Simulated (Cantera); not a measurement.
Cantera run, input and output.

```python
import numpy as np
import cantera as ct

gas = ct.Solution("gri30.yaml")
gas.TPX = 450, 101325, {'CO': 1, 'H2': 0.034, 'CH4': 0.35, 'O2': 1.38, 'N2': 6.78}
flame = ct.FreeFlame(gas, width=0.04)
flame.set_refine_criteria(ratio=3, slope=0.08, curve=0.16)
flame.transport_model = "mixture-averaged"
flame.solve(loglevel=0, auto=True)
z, T = flame.grid, flame.T
thick = (T[-1] - T[0]) / np.gradient(T, z).max()
show = ['CO', 'H2', 'CH4', 'C2H4', 'H2O2', 'OH']
print(f"laminar burning velocity  {flame.velocity[0] * 100:.3f} cm/s")
print(f"burnt temperature         {T[-1]:.1f} K")
print(f"thermal thickness         {thick * 1e3:.4f} mm")
print(f"grid points               {len(z)}")
z0 = z[flame.heat_release_rate.argmax()]
print(f"{'z/mm':>9s}{'T/K':>9s}{'u/(m/s)':>9s}" + "".join(f"{s:>11s}" for s in show))
rows = []
for k in (-3, -2, -1.5, -1, -0.5, -0.25, 0, 0.25, 0.5, 1, 2, 4, 8):
    zz = z0 + k * thick
    rows.append([k * thick, np.interp(zz, z, T), np.interp(zz, z, flame.velocity),
                 *(np.interp(zz, z, flame.X[gas.species_index(s)]) for s in show)])
    print(f"{rows[-1][0] * 1e3:9.3f}{rows[-1][1]:9.1f}{rows[-1][2]:9.3f}" + "".join(f"{x:11.3e}" for x in rows[-1][3:]))
```

Result:

```
laminar burning velocity  60.594 cm/s
burnt temperature         2099.5 K
thermal thickness         0.5186 mm
grid points               136
     z/mm      T/K  u/(m/s)         CO         H2        CH4       C2H4       H2O2         OH
   -1.556    450.0    0.606  1.048e-01  3.654e-03  3.667e-02  8.020e-11  5.053e-09  1.375e-14
   -1.037    450.5    0.607  1.047e-01  3.902e-03  3.664e-02  2.442e-09  1.072e-07  1.639e-12
   -0.778    452.1    0.609  1.047e-01  4.220e-03  3.658e-02  1.427e-08  5.077e-07  2.890e-11
   -0.519    465.9    0.628  1.044e-01  4.976e-03  3.612e-02  1.766e-07  4.165e-06  2.835e-09
   -0.259    655.1    0.886  1.018e-01  6.685e-03  3.037e-02  5.196e-06  2.864e-05  1.526e-05
   -0.130    986.7    1.335  9.688e-02  7.756e-03  1.935e-02  1.720e-05  1.903e-05  1.693e-04
    0.000   1367.0    1.840  8.661e-02  7.518e-03  4.835e-03  1.374e-05  2.568e-06  1.338e-03
    0.130   1551.9    2.068  6.645e-02  5.159e-03  2.597e-04  3.216e-07  7.957e-07  3.110e-03
    0.259   1638.8    2.165  4.944e-02  4.304e-03  6.386e-06  1.514e-09  5.757e-07  4.057e-03
    0.519   1742.9    2.280  3.375e-02  4.178e-03  4.235e-09  7.587e-14  3.602e-07  4.756e-03
    1.037   1846.9    2.399  2.527e-02  3.487e-03  3.208e-14  3.103e-20  2.084e-07  4.767e-03
    2.074   1937.0    2.502  1.897e-02  2.440e-03  9.837e-18  1.758e-26  1.211e-07  4.200e-03
    4.148   2004.4    2.578  1.308e-02  1.574e-03  1.501e-18  9.641e-28  7.495e-08  3.433e-03
```

Detailed kinetics in Cantera: GRI-Mech 3.0 (53 species, 325 reactions). Burning velocities carry a grid error of a few per cent, more on coarse grids.
